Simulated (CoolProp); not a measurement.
Properties of o-xylene along the isobar 2.57 MPa.

Model: reference Helmholtz-energy equation of state, Zhou 2012, in CoolProp.

| T (°C) | phase | density (kg/m³) | Joule-Thomson coefficient (K/MPa) | isothermal compressibility (1/MPa) | viscosity (µPa s) | Prandtl number |
|---|---|---|---|---|---|---|
| 104.75 | liquid | 809.5 | -0.3567 | 0.001381 | 340 | 6.18 |
| 117.65 | liquid | 797.9 | -0.3368 | 0.001530 | 308 | 5.88 |
| 130.55 | liquid | 786.1 | -0.3159 | 0.001702 | 280 | 5.62 |
| 143.45 | liquid | 774.1 | -0.2935 | 0.001903 | 255 | 5.41 |
| 156.35 | liquid | 761.8 | -0.2695 | 0.002138 | 234 | 5.22 |
| 169.25 | liquid | 749.1 | -0.2433 | 0.002416 | 216 | 5.05 |
| 182.25 | liquid | 736.0 | -0.2140 | 0.002751 | 199 | 4.90 |
| 195.15 | liquid | 722.5 | -0.1814 | 0.003152 | 184 | 4.76 |
| 208.05 | liquid | 708.4 | -0.1441 | 0.003645 | 171 | 4.63 |
| 220.95 | liquid | 693.8 | -0.1006 | 0.004261 | 158 | 4.51 |
| 233.85 | liquid | 678.4 | -0.04868 | 0.005045 | 146 | 4.38 |
| 246.75 | liquid | 662.1 | 0.01514 | 0.006073 | 135 | 4.24 |
| 259.75 | liquid | 644.4 | 0.09693 | 0.007480 | 125 | 4.10 |
| 272.65 | liquid | 625.4 | 0.2047 | 0.009469 | 114 | 3.94 |
| 285.55 | liquid | 604.4 | 0.3563 | 0.01249 | 104 | 3.77 |

Viscosity comes from a separate model (Cao 2016). Thermal conductivity comes from a separate model (Mylona 2014).
